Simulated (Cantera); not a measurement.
Mixture: 13.4 % H2, 15.2 % O2, 71.4 % N2, equivalence ratio 0.44, at 1.01 bar, adiabatic and at constant volume. Ignition delay is the time to a rise of 400 K.

Cantera simulation using GRI-Mech 3.0 (53 species, 325 reactions); the numbers are that mechanism's predictions, not measurements. Below about 950 K walls govern HO2 and H2O2 in real vessels. Where the delays flatten at high temperature, the 400 K rule measures the pace of heat release, not the induction time.

Q: Predict: delay at 925 K; delay at 1075 K; delay at 1225 K; delay at 1375 K; delay at 1525 K.

A: 
```json
{
 "delay at 925 K": "95.7 ms",
 "delay at 1075 K": "0.133 ms",
 "delay at 1225 K": "52.4 µs",
 "delay at 1375 K": "32.5 µs",
 "delay at 1525 K": "27.1 µs"
}
```
